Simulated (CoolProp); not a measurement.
Sulfur dioxide along the isotherm 251.85 °C: Z from the reference equation and from simpler models built on Tc = 157.5 °C, pc = 7.887 MPa, ω = 0.256; each cubic takes its own stable root.

The numbers come from the reference Helmholtz-energy equation of state, Gao 2016 in CoolProp.

| p (MPa) | phase | reference | Soave-Redlich-Kwong | Peng-Robinson |
|---|---|---|---|---|
| 0.0623 | gas | 0.9987 | 0.9987 | 0.9984 |
| 0.111 | gas | 0.9976 | 0.9977 | 0.9972 |
| 0.197 | gas | 0.9957 | 0.9958 | 0.9951 |
| 0.351 | gas | 0.9924 | 0.9926 | 0.9912 |
| 0.623 | gas | 0.9865 | 0.9868 | 0.9844 |
| 1.11 | gas | 0.9759 | 0.9764 | 0.9722 |
| 1.97 | gas | 0.9568 | 0.9580 | 0.9506 |
| 3.51 | gas | ___ | ___ | 0.9120 |
| 6.23 | gas | ___ | 0.8656 | 0.8444 |
| 11.1 | supercritical | ___ | 0.7631 | ___ |
| 19.7 | supercritical | ___ | 0.6586 | 0.6188 |

**Question.** Complete the blanks.

**Answer.** 
- 3.51, reference: 0.9220
- 3.51, Soave-Redlich-Kwong: 0.9248
- 6.23, reference: 0.8586
- 11.1, reference: 0.7423
- 11.1, Peng-Robinson: 0.7312
- 19.7, reference: 0.5879
